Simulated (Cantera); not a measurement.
A perfectly stirred reactor is fed with CO : O2 : H2O : N2 = 0.0016 : 0.0045 : 0.0024 : 1 (molar parts), equivalence ratio 0.18, at 1.01 bar; it is held at 1375 K, and followed from long to short residence time.

Detailed kinetics in Cantera: GRI-Mech 3.0 (53 species, 325 reactions).

Question: What does this change do: pressure from 1.01 bar to 3.30 bar?

Answer: 
```json
[
 {"quantity": "x(CO) at τ = 2.30 s", "before": "1.97e-5", "after": "1.24e-5"},
 {"quantity": "x(O2) at τ = 2.30 s", "before": "0.00368", "after": "0.00368"},
 {"quantity": "x(H2O) at τ = 2.30 s", "before": "0.00237", "after": "0.00238"},
 {"quantity": "x(H2) at τ = 2.30 s", "before": "1.28e-6", "after": "3.26e-7"},
 {"quantity": "x(NO) at τ = 2.30 s", "before": "5.48e-7", "after": "3.58e-7"},
 {"quantity": "x(CO) at τ = 44.0 ms", "before": "0.000265", "after": "0.000190"},
 {"quantity": "x(O2) at τ = 44.0 ms", "before": "0.00378", "after": "0.00376"},
 {"quantity": "x(H2O) at τ = 44.0 ms", "before": "0.00234", "after": "0.00237"},
 {"quantity": "x(H2) at τ = 44.0 ms", "before": "1.38e-5", "after": "3.87e-6"},
 {"quantity": "x(NO) at τ = 44.0 ms", "before": "2.16e-7", "after": "2.91e-7"}
]
```

Question: What does this change do: temperature 1375 to 975 K?

Answer: 
```json
[
 {"quantity": "x(CO) at τ = 2.30 s", "before": "1.97e-5", "after": "0.00124"},
 {"quantity": "x(O2) at τ = 2.30 s", "before": "0.00368", "after": "0.00429"},
 {"quantity": "x(H2O) at τ = 2.30 s", "before": "0.00237", "after": "0.00238"},
 {"quantity": "x(H2) at τ = 2.30 s", "before": "1.28e-6", "after": "4.59e-6"},
 {"quantity": "x(NO) at τ = 2.30 s", "before": "5.48e-7", "after": "5.94e-11"},
 {"quantity": "x(CO) at τ = 44.0 ms", "before": "0.000265", "after": "0.00159"},
 {"quantity": "x(O2) at τ = 44.0 ms", "before": "0.00378", "after": "0.00446"},
 {"quantity": "x(H2O) at τ = 44.0 ms", "before": "0.00234", "after": "0.00238"},
 {"quantity": "x(H2) at τ = 44.0 ms", "before": "1.38e-5", "after": "2.11e-8"},
 {"quantity": "x(NO) at τ = 44.0 ms", "before": "2.16e-7", "after": "<1e-12"}
]
```
